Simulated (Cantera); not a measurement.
# Thermodynamics of silicon epitaxy and polysilicon growth, feed SiH₂Cl₂ + Cl₂ + H₂

Input: 1 mol SiH₂Cl₂, 0.0074 mol Cl₂, 51 mol H₂, held at 1375 K and 2.80 mbar.

Cantera equilibrium calculation (NASA polynomials, part measured and part estimated; ideal gas, pure solids and liquids). Candidate condensed phases: Si; 19 gas species. The tables' values for SiCl₃ are old estimates; treat these amounts as uncertain. Rates play no part.

The x(H₂) is 0.965 and the x(HCl) is 0.0318. The x(SiCl₂) is 0.00303. The x(H) is 6.36e-5. The x(SiCl₃) comes out as 3.12e-5 and the x(SiHCl₃) is 2.86e-6. The x(Cl) is 1.74e-6. The x(SiCl₄) is 1.48e-6 and the n(Si(s)) is 0.838 mol. The gas amount is 53.01 mol.
